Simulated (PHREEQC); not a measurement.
Consider water at 40 °C with 0.0028 mol FeCl3, 0.23 mol H2SO4 and 0.0028 mol Na2SO4 per kg of water. Closed to the air; pH follows from the charge balance.

Computed with PHREEQC (ion-association model, phreeqc.dat).

```json
[
 {"quantity": "ionic strength (mol/kgw)", "before": "0.285", "after": "0.0771"},
 {"quantity": "HSO4- (mol/kgw)", "before": "0.207", "after": "0.0350"},
 {"quantity": "SO4-2 (mol/kgw)", "before": "0.0226", "after": "0.0108"},
 {"quantity": "FeHSO4+2 (mol/kgw)", "before": "0.00148", "after": "0.000510"},
 {"quantity": "FeSO4+ (mol/kgw)", "before": "0.00109", "after": "0.00194"},
 {"quantity": "SI of Hematite (Fe2O3)", "before": "-0.75", "after": "+3.81"},
 {"quantity": "SI of Goethite (FeOOH)", "before": "-1.41", "after": "+0.87"}
]
```

Task: Which change was made?
A) H2SO4 from 0.23 to 0.046 mol/kgw
B) diluted 10-fold with water
C) 0.0079 mol/kgw LiOH added
D) H2SO4 replaced by KHSO4 at the same molality
E) temperature from 40 to 90 °C

Result: A, H2SO4 from 0.23 to 0.046 mol/kgw

Precipitation was switched off in this run. Some of these states are supersaturated (in Hematite (slow to form), Goethite (slow to form), for instance). At this temperature some constants are extrapolated from 25 °C, and those without enthalpy data are left unchanged.
